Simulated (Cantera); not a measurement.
An isothermal, constant-pressure homogeneous reactor starts with 4.99 % H₂, 7.92 % O₂, 87.1 % N₂, equivalence ratio 0.32, at 1098 K and 1.00 bar.

Computed with Cantera and GRI-Mech 3.0 (53 species, 325 reactions). The temperature is held fixed by assumption; the heat of reaction is taken as removed at once.

One state of this run: x H₂ = 4.30e-7; x O₂ = 0.0556; x HO₂ = 3.39e-8; x NO = 6.05e-7; x O = 5.81e-8; x OH = 3.41e-6; x H = 4.92e-10. x: mole fraction; the columns are a selection and need not sum to one.

Problem. Which value of t (s) does it belong to?
A) 0.000398
B) 1.02e-5
C) 0.0528
D) 0.608

Solution. C, 0.0528
